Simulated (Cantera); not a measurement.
Charge: 1 mol Pb, 0.0028 mol H₂S, 110 mol H₂, equilibrated at 0.390 bar.

Equilibrium computed with Cantera from the NASA thermochemical tables; the gas is ideal and each condensed phase is pure. Candidate condensed phases: Pb, PbS, S; 10 gas species. Kinetics and transport are ignored.

x: gas mole fraction; n: condensed amount in mol.

```json
[
 {"T (K)": "1000", "x H₂": "1.000", "x Pb": "4.15e-5", "x H₂S": "2.51e-5", "x PbS": "3.26e-7", "x H": "3.63e-9", "x Pb₂": "1.31e-10", "n Pb(l)": "0.995"},
 {"T (K)": "1050", "x H₂": "1.000", "x Pb": "0.000119", "x H₂S": "2.47e-5", "x PbS": "7.37e-7", "x H": "1.30e-8", "x Pb₂": "7.64e-10", "n Pb(l)": "0.987"},
 {"T (K)": "1100", "x H₂": "1.000", "x Pb": "0.000311", "x H₂S": "2.39e-5", "x PbS": "1.52e-6", "x H": "4.14e-8", "x Pb₂": "3.79e-9", "n Pb(l)": "0.966"},
 {"T (K)": "1150", "x H₂": "0.999", "x Pb": "(withheld)", "x H₂S": "2.26e-5", "x PbS": "(withheld)", "x H": "(withheld)", "x Pb₂": "(withheld)", "n Pb(l)": "0.918"},
 {"T (K)": "1200", "x H₂": "0.998", "x Pb": "0.00165", "x H₂S": "2.05e-5", "x PbS": "4.86e-6", "x H": "3.16e-7", "x Pb₂": "6.15e-8", "n Pb(l)": "0.818"},
 {"T (K)": "1250", "x H₂": "0.997", "x Pb": "0.00343", "x H₂S": "1.78e-5", "x PbS": "7.52e-6", "x H": "7.73e-7", "x Pb₂": "2.08e-7", "n Pb(l)": "0.621"},
 {"T (K)": "1300", "x H₂": "0.993", "x Pb": "0.00673", "x H₂S": "1.47e-5", "x PbS": "1.06e-5", "x H": "1.77e-6", "x Pb₂": "6.41e-7", "n Pb(l)": "0.253"},
 {"T (K)": "1350", "x H₂": "0.991", "x Pb": "0.00900", "x H₂S": "1.37e-5", "x PbS": "1.15e-5", "x H": "(withheld)", "x Pb₂": "(withheld)", "n Pb(l)": "0"},
 {"T (K)": "1400", "x H₂": "0.991", "x Pb": "0.00900", "x H₂S": "1.44e-5", "x PbS": "1.07e-5", "x H": "7.75e-6", "x Pb₂": "7.65e-7", "n Pb(l)": "0"}
]
```

Task: Some entries are withheld; supply them.

Result: 
- 1150, x Pb: 0.000743
- 1150, x PbS: 2.85e-6
- 1150, x H: 1.19e-7
- 1150, x Pb₂: 1.62e-8
- 1350, x H: 3.80e-6
- 1350, x Pb₂: 9.29e-7
